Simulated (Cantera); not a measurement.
Input: 1 mol SiF₄, 5.2 mol O₃, 0.55 mol H₂, equilibrated at 823.15 K and 1.65 Torr.

Cantera equilibrium calculation (NASA polynomials, part measured and part estimated; ideal gas, pure solids and liquids). Candidate condensed phases: H₂O, Si, SiO₂; 38 gas species. Kinetics and transport are ignored.

Base state: O₂ 0.810, HF 0.0939, SiF₄ 0.0841, H₂O 0.0122 (mole fractions); condensed: SiO₂(α-quartz).

**Question.** What changes in the equilibrium state with this change: SiF₄ replaced by TEOS?

**Answer.** 
```
species              before  after
-------------------  ------  -----
H₂                    <1e-9  0.350
CO₂                       0  0.299
H₂O                  0.0122  0.219
O₂                    0.810  <1e-9
CO                        0  0.132
HF                   0.0939      0
SiF₄                 0.0841      0
SiO₂(α-quartz), mol   0.218   1.00
```
The feed counts by its element totals alone. Further candidate phases: C, C₆H₆, C₇H₈, C₈H₁₈, SiC.

**Question.** What changes in the equilibrium state with this change: temperature from 823.15 K to 1550 K?

**Answer.** 
```tsv
species	before	after
O₂	0.810	0.805
HF	0.0939	0.117
SiF₄	0.0841	0.0778
H₂O	0.0122	0.000479
O	<1e-9	0.000150
F	<1e-9	1.50e-5
OH	3.92e-9	5.33e-5
SiO₂(α-quartz), mol	0.218	0
SiO₂(β-quartz), mol	0	0.273
```
The tables hold silica as quartz up to 1696 K and as liquid above; real silica turns to tridymite and cristobalite and melts near 1996 K.
